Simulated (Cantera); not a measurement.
Source: NASA polynomial tables (part measured, part estimated), evaluated in Cantera. Values are per mole of reaction as written; species without (g) are pure solids or liquids, kept so even where they would boil at 1 bar. TaC: taken at fixed stoichiometry.

3 TaO₂(g) + 3 C + 2 N₂O(g) → 3 TaC + 4 NO₂(g), with ΔH° = 143.8 kJ and ΔS° = -210.1 J/K at 300 K.

**Question.** How far is the shortcut ΔG° ≈ ΔH°(300 K) − T·ΔS°(300 K) from the full temperature-dependent value at 1250, 1450, 1650, 1850, 2050, 2250 K?

**Answer.** 
```
T (K)  shortcut (kJ)  full (kJ)  difference (kJ)  difference in log10 K
-----  -------------  ---------  ---------------  ---------------------
1250           406.4      388.1             18.3                  -0.77
1450           448.4      423.4             25.1                  -0.90
1650           490.4      457.9             32.6                  -1.03
1850           532.4      491.6             40.9                  -1.15
2050           574.5      524.5             50.0                  -1.27
2250           616.5      556.6             59.9                  -1.39
```
The shortcut ignores the heat-capacity change of the reaction.
